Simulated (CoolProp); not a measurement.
Vapour-liquid equilibrium of hydrogen chloride (1) + ethane (2) at 1.33 MPa; x and y are mole fractions of (1).

The numbers come from the multi-fluid Helmholtz-energy mixture model, Thol 2018 and Bücker 2006; pair parameters Bell 2016 in CoolProp.

Task: Give the bubble temperature and the first vapour's composition at x = 0.15, 0.55, 0.95. Is there an azeotrope?

Result: x = 0.15: 244.6 K, y = 0.248; x = 0.55: 240.6 K, y = 0.538; x = 0.95: 246.9 K, y = 0.886. y crosses x between x = 0.45 and 0.55: the model has an azeotrope there.

The pair parameters rest on a limited set of measurements; away from them the model extrapolates.
